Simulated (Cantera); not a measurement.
Feed: 1 mol CCl4, 0.011 mol Si.

These are equilibrium values from Cantera (NASA tables, ideal gas, pure condensed phases), not measurements of a reactor. Candidate condensed phases: C, Si, SiC; 24 gas species. The tables' values for SiCl3 are old estimates. Equilibrium is a limit: real reactors are often held back by kinetics, nucleation or transport.

Stable condensed phases, one row left out:

```
T in K \ P in Pa
              1    3.6     13     46    170    600   2200   7700  28000 100000
   3273       A      A      A      A      A      A      A      B      B      B
   3173       A      A      A      A      A      A      A      B      B      B
   3073       A      A      A      A      A      A      B      B      B      B
   2973       A      A      A      A      A      B      B      B      B      B
   2873       A      A      A      A      B      B      B      B      B      B
   2773       A      A      A      B      B      B      B      B      B      B
   2573       A      B      B      B      B      B      B      B      B      B
   2473       B      B      B      B      B      B      B      B      B      B
   2373       B      B      B      B      B      B      B      B      B      B
   2273       B      B      B      B      B      B      B      B      B      B
   2173       B      B      B      B      B      B      B      B      B      B
   2073       B      B      B      B      B      B      B      B      B      B
   1973       B      B      B      B      B      B      B      B      B      B
```

A: gas only; B: C.

Q: Give the row for 2673 K.

A: 1: gas only; 3.6: gas only; 13: C; 46: C; 170: C; 600: C; 2200: C; 7700: C; 28000: C; 100000: C.
